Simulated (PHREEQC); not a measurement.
1 kg of water holding 0.17 mol/kgw LiCl, 0.46 mol/kgw NaCl, 0.052 mol/kgw MgSO4, 0.16 mol/kgw MgCl2 and 0.0078 mol/kgw KCl is evaporated at 25 °C; the solids stay in contact with the brine. The system is closed to CO2. The run lets Arcanite, Bischofite, Bloedite, Brucite, Carnallite, Epsomite, Glaserite, Halite, Hexahydrite, Kainite, Kieserite, Leonite, Mirabilite, Misenite, Schoenite, Sylvite, Thenardite, MgCl2_4H2O precipitate or redissolve, and no other solid.

The series has 13 steps of water left (kg), from 1 to 0.09502.

Model: Pitzer model, pitzer.dat, run in PHREEQC.

**Question.** Which solids form, in which order, and at which step of the series does each first stand?

**Answer.** Halite from water left = 0.1407 kg.
